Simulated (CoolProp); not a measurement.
CHF3 (R23) along the isotherm 370.3 K: density (kg/m³) from the reference equation and from simpler models built on Tc = 299.3 K, pc = 4832 kPa, ω = 0.263; each cubic takes its own stable root.

Computed with CoolProp (reference Helmholtz-energy equation of state, Penoncello 2003).

| p (kPa) | phase | reference |
|---|---|---|
| 518 | gas | 12.00 |
| 1040 | gas | 24.56 |
| 1550 | gas | 37.32 |
| 2070 | gas | 50.87 |
| 2590 | gas | 64.99 |
| 3110 | gas | 79.74 |
| 3620 | gas | 94.86 |
| 4140 | gas | 111.0 |
| 4660 | gas | 127.9 |
| 5180 | supercritical | 145.6 |
| 5690 | supercritical | 163.8 |
| 6210 | supercritical | 183.2 |
| 6730 | supercritical | 203.6 |
| 7250 | supercritical | 224.9 |

### Question
How far does each simpler model (ideal gas, Soave-Redlich-Kwong, Peng-Robinson) lie from the reference over these 14 states: mean and median of the absolute difference, and the worst?

### Answer
- ideal gas: mean 14.2 %, median 14.2 %, worst -26.7 % at 370.3 K and 7250 kPa
- Soave-Redlich-Kwong: mean 2.0 %, median 1.7 %, worst -4.7 % at 370.3 K and 7250 kPa
- Peng-Robinson: mean 0.5 %, median 0.5 %, worst +0.7 % at 370.3 K and 3620 kPa
